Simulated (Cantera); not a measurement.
# C2H2 + H2O + N2 (carbon deposition, reforming and gasification)

A closed system holds: 1 mol C2H2, 0.063 mol H2O, 0.66 mol N2, held at 0.140 bar.

Method: chemical equilibrium by Gibbs-energy minimisation in Cantera with the NASA 1993 tables (ideal gas, pure condensed phases). Candidate condensed phases: C, C6H6, C7H8, C8H18, H2O; 169 gas species. Ions and electrons are included (thermal ionisation). Kinetics and transport are ignored.

From 1727 °C to 2727 °C the condensed part is C(graphite). From 3227 °C to 4727 °C nothing is condensed. The main C-bearing gas is CO at 1727 °C and C at 4727 °C.

```tsv
T (°C)	x H2	x H	x N2	x C	x C3	x HCN	x CN	x C2	x CO	x N	x C2H	x C2H2 (acetylene)	x HNC	n C(graphite)
1727	0.588	0.00333	0.365	2.17e-10	1.98e-10	0.00684	9.12e-7	1.67e-11	0.0352	1.46e-9	4.80e-8	0.000452	0.000389	1.92
2227	0.533	0.0491	0.343	1.19e-6	3.55e-6	0.0303	0.000161	3.27e-7	0.0344	4.58e-7	3.81e-5	0.00577	0.00355	1.85
2727	0.336	0.245	0.283	0.000362	0.00223	0.0617	0.00463	0.000226	0.0307	1.98e-5	0.00262	0.0209	0.0116	1.66
3227	0.0773	0.439	0.170	0.0180	0.128	0.0406	0.0357	0.0169	0.0205	0.000244	0.0214	0.0120	0.0107	0
3727	0.0149	0.520	0.142	0.105	0.0798	0.00782	0.0570	0.0414	0.0169	0.00179	0.00766	0.000449	0.00265	0
4227	0.00268	0.478	0.120	0.270	0.0151	0.00112	0.0530	0.0351	0.0144	0.00832	0.00117	9.65e-6	0.000461	0
4727	0.000684	0.449	0.109	0.353	0.000932	0.000151	0.0317	0.0116	0.0133	0.0293	9.88e-5	1.72e-7	7.19e-5	0
```
x: gas mole fraction; n: condensed amount in mol.
